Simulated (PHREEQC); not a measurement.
FeCl3 is added in steps, without added water, to 1 kg of water holding 0.023 mol AgNO3 and 0.25 mol NaNO3, at 25 °C. Oxygen alone is held at its pressure in air (log pO2 = -0.68). No CO2 enters from the air. The run lets Fe(OH)3(a), Cerargyrite, Ag2O, Halite precipitate or redissolve, and no other solid.

Base run: PHREEQC, ion-association model, wateq4f.dat. Each further column changes one thing. The table gives pH.

```csv
FeCl3 added (mol),base,metal-ligand complexes left out,all activity coefficients set to 1,Davies equation for every ion,Debye-Hückel limiting law
0,6.82,?,6.76,6.84,6.89
0.0825,1.92,1.74,2.03,1.94,2.06
0.1512,1.91,1.69,2.03,1.88,1.97
0.2338,1.94,?,?,1.88,?
0.3162,1.98,?,2.07,?,1.92
0.3987,2.00,1.58,2.09,1.92,1.91
0.4675,2.00,1.55,2.10,1.94,1.91
0.55,2.01,1.51,2.12,1.97,1.92
```

Question: Some entries are withheld; supply them.

Answer: 
- 0, metal-ligand complexes left out: 6.81
- 0.2338, metal-ligand complexes left out: 1.68
- 0.2338, all activity coefficients set to 1: 2.05
- 0.2338, Debye-Hückel limiting law: 1.93
- 0.3162, metal-ligand complexes left out: 1.63
- 0.3162, Davies equation for every ion: 1.89

The ionic strength passes 0.7 mol/kgw, the rough limit of the ion-association models, in part of: base; metal-ligand complexes left out; all activity coefficients set to 1; Davies equation for every ion; Debye-Hückel limiting law.
